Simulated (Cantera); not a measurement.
## Chemical vapour transport: Fe₃O₄ + HCl + Cl₂

Feed: 1 mol Fe₃O₄, 0.021 mol HCl, 0.01 mol Cl₂, held at 1348 K and 7.50 Torr.

Equilibrium computed with Cantera from the NASA thermochemical tables; the gas is ideal and each condensed phase is pure. Candidate condensed phases: Fe, FeCl₂, FeCl₃, FeO, Fe(OH)₂, Fe(OH)₃, Fe₂O₃, Fe₃O₄, H₂O; 22 gas species. Mutual solubility and eutectic melting of coexisting phases are not modelled. The numbers say what is thermodynamically allowed, not how fast it happens.

```json
{
  "x(HCl)": "0.626",
  "x(FeCl₂)": "0.294",
  "x(H₂O)": "0.0243",
  "x(FeCl₃)": "0.0235",
  "x(Cl)": "0.0164",
  "x(O₂)": "0.00775",
  "x(Cl₂)": "0.00761",
  "x(Fe₂Cl₄)": "0.000121",
  "x(OH)": "1.23e-5",
  "n(Fe₂O₃(s))": "0.0359 mol",
  "n(Fe₃O₄(s))": "0.973 mol",
  "gas_amount": "0.03113 mol",
  "log10 activity of FeCl₂(l) (absent)": "-2.66",
  "log10 activity of Fe(γ) (absent)": "-6.13",
  "log10 activity of Fe(OH)₂(s) (absent)": "-10.06"
}
```
